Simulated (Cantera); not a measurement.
An isothermal, constant-pressure homogeneous reactor starts with CH4 : H2O = 1 : 0.94 (molar parts), at 1800 K and 9.87 atm.

Detailed kinetics in Cantera: GRI-Mech 3.0 (53 species, 325 reactions).

One state of this run: x CH4 = 0.260; x H2O = 0.403; x C2H = 1.12e-7; x CO2 = 8.44e-5; x CH2 = 2.36e-7. x: mole fraction; the columns are a selection and need not sum to one.

Q: Which value of t (s) does it belong to?
A) 0.119
B) 1.00
C) 0.000407
D) 0.0288

A: C, 0.000407
